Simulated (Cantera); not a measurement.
Premixed flame

A freely propagating, adiabatic, planar premixed flame of CH4 : O2 : N2 = 1 : 1.82 : 6.36 (molar parts), equivalence ratio 1.1, unburnt at 700 K and 5.63 atm; mixture-averaged transport, grid criteria slope 0.08 and curve 0.16, no radiation.

Cantera simulation using GRI-Mech 3.0 (53 species, 325 reactions); the numbers are that mechanism's predictions, not measurements. Burning velocities carry a grid error of a few per cent, more on coarse grids.

```
z (mm)   T (K)  u (m/s)     x CH4     x O2   x H2O2     x CH3     x H2      x CO
-------  -----  -------  --------  -------  -------  --------  -------  --------
-0.217     700     1.15     0.109    0.198  4.08e-8   5.28e-8  0.00152   8.90e-6
-0.145     704     1.16     0.108    0.197  4.43e-7   5.20e-7  0.00400   9.72e-5
-0.109     718     1.18     0.107    0.196  1.92e-6   2.26e-6  0.00684  0.000428
-0.0724    800     1.33    0.0998    0.188  1.12e-5   1.90e-5   0.0121   0.00276
-0.0362   1228     2.07    0.0682    0.149  3.76e-5  0.000533   0.0203    0.0184
-0.0181   1656     2.83    0.0359    0.102  1.24e-5   0.00247   0.0246    0.0378
0         2052     3.53   0.00807   0.0521  3.81e-6   0.00281   0.0252    0.0562
0.0181    2229     3.83  0.000584   0.0241  9.95e-7  0.000431   0.0211    0.0559
0.0362    2290     3.92   2.31e-5   0.0144  6.38e-7   2.19e-5   0.0186    0.0482
0.0724    2359     4.01   4.87e-8  0.00929  4.91e-7   5.45e-8   0.0175    0.0403
0.145     2430     4.11     <1e-8  0.00635  3.71e-7     <1e-8   0.0162    0.0362
0.290     2489     4.20     <1e-8  0.00409  2.69e-7     <1e-8   0.0146    0.0337
0.579     2523     4.25     <1e-8  0.00270  2.00e-7     <1e-8   0.0136    0.0320
```
x: mole fraction of selected species; z is measured from the peak of heat release.

```yaml
laminar_burning_velocity: 115 cm/s
thermal_thickness: 0.0724 mm
peak x(H2O2): 3.78e-5
peak x(CH3): 0.00340
peak x(H2): 0.0257
peak x(CO): 0.0584
```
